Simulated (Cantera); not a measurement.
Standard-state values (1 bar) from the NASA 1993 polynomials, evaluated with Cantera. Values are per mole of reaction as written; species without (g) are pure solids or liquids, kept so even where they would boil at 1 bar.

2 C + Si → SiC2(g)

```tsv
T (K)	ΔH° (kJ)	ΔS° (J/K)	ΔG° (kJ)	log10 K	condensed phases
1098	…	…	…	…	C(graphite), Si(s)
1248	608.5	200.4	358.4	-15.00	C(graphite), Si(s)
1398	…	…	…	…	C(graphite), Si(s)
1548	…	…	…	…	C(graphite), Si(s)
1698	551.1	165.8	269.6	-8.29	C(graphite), Si(l)
1848	548.8	164.5	244.8	-6.92	C(graphite), Si(l)
1998	…	…	…	…	C(graphite), Si(l)
```

Task: What belongs in the gaps?

Result: 
- 1098, ΔH° (kJ): 610.6
- 1098, ΔS° (J/K): 202.1
- 1098, ΔG° (kJ): 388.6
- 1098, log10 K: -18.49
- 1398, ΔH° (kJ): 606.3
- 1398, ΔS° (J/K): 198.7
- 1398, ΔG° (kJ): 328.5
- 1398, log10 K: -12.27
- 1548, ΔH° (kJ): 603.9
- 1548, ΔS° (J/K): 197.1
- 1548, ΔG° (kJ): 298.8
- 1548, log10 K: -10.08
- 1998, ΔH° (kJ): 546.4
- 1998, ΔS° (J/K): 163.2
- 1998, ΔG° (kJ): 220.3
- 1998, log10 K: -5.76
